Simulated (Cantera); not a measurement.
A closed system holds: 1 mol Fe(CO)5, 0.37 mol H2, 13 mol N2, at 1.00 bar.

Equilibrium computed with Cantera from the NASA thermochemical tables; the gas is ideal and each condensed phase is pure. Candidate condensed phases: C, C6H6, C7H8, C8H18, Fe, Fe(CO)5, FeO, Fe(OH)2, Fe(OH)3, Fe2O3, Fe3O4, H2O; 140 gas species. Condensed phases not in the tables: cementite and carbon dissolved in iron. Equilibrium is a limit: real reactors are often held back by kinetics, nucleation or transport.

x: gas mole fraction; n: condensed amount in mol.

```csv
T (K),x N2,x CO,x CO2,x H2,x H2O,x HCN,x CH4,n C(graphite),n Fe(α),n Fe(γ)
998,0.729,0.221,0.0289,0.0190,0.00171,5.91e-7,3.51e-5,0.545,1.00,0
1073,0.715,0.256,(withheld),0.0196,(withheld),(withheld),(withheld),(withheld),1.00,0
1148,0.710,0.267,0.00290,0.0199,0.000256,4.85e-6,9.45e-6,0.0575,1.00,0
1223,0.708,0.270,0.00101,0.0200,0.000109,1.14e-5,5.35e-6,0.0201,0,1.00
1298,0.708,0.271,0.000390,0.0201,5.07e-5,2.42e-5,3.21e-6,0.00759,0,1.00
1373,0.708,0.272,0.000168,0.0201,2.56e-5,4.73e-5,2.03e-6,0.00264,0,1.00
1448,0.708,0.272,7.91e-5,0.0201,1.38e-5,8.62e-5,1.35e-6,0,0,1.000
1523,0.708,0.272,7.14e-5,0.0201,1.41e-5,8.33e-5,(withheld),0,0,1.000
1598,0.708,0.272,6.66e-5,0.0201,1.47e-5,7.92e-5,2.18e-7,0,0,1.000
```

Task: Some entries are withheld; supply them.

Result: 
- 1073, x CO2: 0.00921
- 1073, x H2O: 0.000653
- 1073, x HCN: 1.83e-6
- 1073, x CH4: 1.77e-5
- 1073, n C(graphite): 0.179
- 1523, x CH4: 5.23e-7
